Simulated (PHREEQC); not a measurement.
Consider water at 60 °C with 2.2 mmol/kgw CuCl2, 63 mmol/kgw HCl and 0.54 mmol/kgw KCl. Closed to the air; pH follows from the charge balance.

Equilibrium calculation in PHREEQC: ion-association model, phreeqc.dat.

This is a speciation only: nothing precipitates in the calculation.

What pH does the model give?

pH 1.28.

In which forms is Cu present?

Cu+2 73 %, CuCl+ 26 %, CuCl2 0.8 % of the Cu.

Complexes and solids missing from the database can't appear. Away from 25 °C the constants follow the database's enthalpies or fits; those with neither stay at their 25 °C values.
